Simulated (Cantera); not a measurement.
**Equilibrium for chlorosilane synthesis and conversion: SiCl4 + HCl + H2**

Charge: 1 mol SiCl4, 4.3 mol HCl, 2.6 mol H2, equilibrated at 0.940 bar.

Method: chemical equilibrium by Gibbs-energy minimisation in Cantera with the NASA 1993 tables (ideal gas, pure condensed phases). Candidate condensed phases: Si; 19 gas species. The tables' values for SiCl3 are old estimates; treat these amounts as uncertain. Rates play no part.

| T (K) | x HCl | x H2 | x SiCl4 | x SiCl3 | x SiHCl3 | x SiCl2 |
|---|---|---|---|---|---|---|
| 750 | 0.544 | 0.329 | 0.127 | 1.47e-8 | 3.46e-5 | <1e-12 |
| 800 | 0.544 | 0.329 | 0.127 | 8.61e-8 | 6.91e-5 | 6.51e-12 |
| 850 | 0.544 | 0.329 | 0.126 | 4.08e-7 | 0.000127 | 9.35e-11 |
| 900 | 0.545 | 0.329 | 0.126 | 1.62e-6 | 0.000217 | 9.92e-10 |
| 950 | 0.545 | 0.329 | 0.126 | 5.55e-6 | 0.000349 | 8.16e-9 |
| 1000 | 0.545 | 0.329 | 0.126 | 1.68e-5 | 0.000536 | 5.40e-8 |
| 1050 | 0.545 | 0.328 | 0.126 | 4.54e-5 | 0.000786 | 2.97e-7 |
| 1100 | 0.546 | 0.328 | 0.125 | 0.000112 | 0.00111 | 1.39e-6 |
| 1150 | 0.546 | 0.327 | 0.125 | 0.000254 | 0.00152 | 5.65e-6 |
| 1200 | 0.547 | 0.327 | 0.124 | 0.000536 | 0.00202 | 2.03e-5 |
| 1250 | 0.548 | 0.326 | 0.123 | 0.00106 | 0.00260 | 6.52e-5 |
| 1300 | 0.549 | 0.324 | 0.121 | 0.00197 | 0.00326 | 0.000189 |
| 1350 | 0.552 | 0.322 | 0.118 | 0.00344 | 0.00396 | 0.000500 |
| 1400 | 0.555 | 0.319 | 0.114 | 0.00569 | 0.00466 | 0.00120 |
x: gas mole fraction; nothing condenses.

From 750 K to 1400 K nothing is condensed. The main Si-bearing gas is SiCl4 throughout.
